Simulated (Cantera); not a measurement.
**Equilibrium for carbon deposition, reforming and gasification: C₃H₈ + H₂O + H₂**

Feed: 1 mol C₃H₈, 0.051 mol H₂O, 9.1 mol H₂, equilibrated at 1773 K.

Cantera equilibrium calculation (NASA polynomials, part measured and part estimated; ideal gas, pure solids and liquids). Candidate condensed phases: C, C₆H₆, C₇H₈, C₈H₁₈, H₂O; 110 gas species. The ideal-gas law is rough above about 30 bar. Rates play no part.

| P (Pa) | log p H₂ | log p CH₄ | log p H | log p CO | log p C₂H₄ | n C(graphite) |
|---|---|---|---|---|---|---|
| 10 | -4.01 | -11.10 | -5.55 | -6.42 | -13.43 | 2.95 |
| 56 | -3.26 | -9.59 | -5.18 | -5.67 | -11.92 | 2.95 |
| 320 | -2.50 | -8.07 | -4.80 | -4.91 | -10.40 | 2.95 |
| 1800 | -1.75 | -6.57 | -4.42 | -4.16 | -8.90 | 2.95 |
| 10000 | -1.00 | -5.08 | -4.05 | -3.41 | -7.41 | 2.94 |
| 56000 | -0.25 | -3.58 | -3.67 | -2.66 | -5.91 | 2.94 |
| 320000 | 0.50 | -2.07 | -3.29 | -1.91 | -4.40 | 2.91 |
| 1800000 | 1.25 | -0.58 | -2.92 | -1.15 | -2.91 | 2.75 |
| 10000000 | 1.97 | 0.86 | -2.56 | -0.40 | -1.47 | 2.05 |
log p: log10 of the partial pressure in bar; n: condensed amount in mol.

From 10.0 Pa to 1.00e7 Pa the condensed part is C(graphite). The main C-bearing gas is CO at 10.0 Pa and CH₄ at 1.00e7 Pa.
